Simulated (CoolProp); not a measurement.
Computed with CoolProp (reference Helmholtz-energy equation of state, Akasaka 2020).

Task: For R1123, give the phase and the density (kg/m³), cp (kJ/(kg K)), cv (kJ/(kg K)), speed of sound (m/s) at 223.4 K and 4.87 MPa.

Result: 
- 223.4 K and 4.87 MPa: liquid; density 1320, cp 1.29, cv 0.803, speed of sound 797
